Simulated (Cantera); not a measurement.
Input (Python, Cantera) and output of one run.

```python
import numpy as np
import cantera as ct

gas_names = """
    AL ALCL ALCL2 ALCL3 ALH ALO ALOCL ALOH ALO2 ALO2H AL2 AL2CL6 AL2O AL2O2 CL CLO CL2 H HALO HCL HOCL
    HO2 H2 H2O H2O2 O OH O2 O3
""".split()
cond_names = """
    AL(cr) AL(L) ALCL3(s) ALCL3(L) AL2O3(a) AL2O3(L) H2O(s) H2O(L)
""".split()


# ... load() reads the species with a 1 bar reference pressure and builds the phases ...
atoms = {
    'AlCl3': {'AL': 1, 'CL': 3},
    'H2O': {'H': 2, 'O': 1},
    'H2': {'H': 2},
    'O2': {'O': 2},
}
top_T = {}  # K; cautious upper limits of use, not melting points


# ... equilibrate(T, P, feed) seeds the gas with the atoms and calls Mixture.equilibrate('TP', solver="vcs", rtol=1e-11, max_steps=5000) ...
results = []
T = 1423  # K
P = 100000  # Pa
for m in [25, 34, 46, 62, 84, 110, 160, 210, 290, 390, 530, 710]:
    feed = {'AlCl3': 1, 'H2O': 29, 'H2': m, 'O2': 0.86}  # mol
    mix = equilibrate(T, P, feed)
    results.append((T, P, feed, dict(zip(mix.species_names, mix.species_moles))))

top = {s: max(r[3][s] / sum(r[3][g] for g in gas_names) for r in results) for s in gas_names}
cols = sorted((s for s in top if top[s] > 0.0001), key=lambda s: -top[s])[:8]
seen = [c for c in cond_names if any(r[3].get(c, 0) > 1e-12 for r in results)]
print("log10 of partial pressures in bar; condensed amounts in mol")
print(f"{'n(H2)':>10s}" + "".join(f"{s[:9]:>10s}" for s in cols + seen))
for T, P, feed, n in results:
    ng = sum(n[g] for g in gas_names)
    print(f"{feed['H2']:10.4g}" + "".join(f"{np.log10(max(n[s] / ng * P / 1e5, 1e-99)):10.3f}" for s in cols)
          + "".join(f"{n.get(c, 0):10.4g}" for c in seen))
```

Result:

```
log10 of partial pressures in bar; condensed amounts in mol
     n(H2)        H2       H2O       HCL  AL2O3(a)
        25    -0.377    -0.279    -1.267       0.5
        34    -0.301    -0.344    -1.332       0.5
        46    -0.237    -0.418    -1.407       0.5
        62    -0.186    -0.500    -1.489       0.5
        84    -0.144    -0.593    -1.582       0.5
       110    -0.113    -0.682    -1.671       0.5
       160    -0.080    -0.814    -1.803       0.5
       210    -0.062    -0.915    -1.904       0.5
       290    -0.046    -1.040    -2.029       0.5
       390    -0.035    -1.158    -2.147       0.5
       530    -0.026    -1.283    -2.271       0.5
       710    -0.019    -1.404    -2.392       0.5
```

Equilibrium computed with Cantera from the NASA thermochemical tables; the gas is ideal and each condensed phase is pure. Gases not in the tables: Al(OH)3.
